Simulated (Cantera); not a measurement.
Mixture: CH₄ : O₂ : N₂ : H₂O = 1 : 4.44 : 16.7 : 2.4 (molar parts), equivalence ratio 0.45, at 7500 Torr, adiabatic and at constant pressure. Ignition delay is the time to a rise of 400 K.

Detailed kinetics in Cantera: GRI-Mech 3.0 (53 species, 325 reactions).

Problem. What does this change do: pressure from 7500 Torr to 825 Torr?

Solution. 
```
quantity                                                before       after
--------------------------------------------------  ----------  ----------
delay at 1100 K                                        14.5 ms     0.142 s
delay at 1300 K                                        1.18 ms     9.02 ms
delay at 1500 K                                       0.163 ms    0.971 ms
delay at 1700 K                                        30.7 µs    0.189 ms
delay at 1900 K                                        8.13 µs     69.7 µs
apparent activation energy between 1700 and 1900 K  180 kJ/mol  130 kJ/mol
```

Problem. What does this change do: pressure from 7500 Torr to 750 Torr?

Solution. 
| quantity | before | after |
|---|---|---|
| delay at 1100 K | 14.5 ms | 0.156 s |
| delay at 1300 K | 1.18 ms | 9.76 ms |
| delay at 1500 K | 0.163 ms | 1.05 ms |
| delay at 1700 K | 30.7 µs | 0.207 ms |
| delay at 1900 K | 8.13 µs | 77.7 µs |
| apparent activation energy between 1700 and 1900 K | 180 kJ/mol | 130 kJ/mol |

Problem. What does this change do: pressure from 7500 Torr to 900 Torr?

Solution. 
```
quantity                                                before       after
--------------------------------------------------  ----------  ----------
delay at 1100 K                                        14.5 ms     0.130 s
delay at 1300 K                                        1.18 ms     8.39 ms
delay at 1500 K                                       0.163 ms    0.907 ms
delay at 1700 K                                        30.7 µs    0.175 ms
delay at 1900 K                                        8.13 µs     63.2 µs
apparent activation energy between 1700 and 1900 K  180 kJ/mol  140 kJ/mol
```
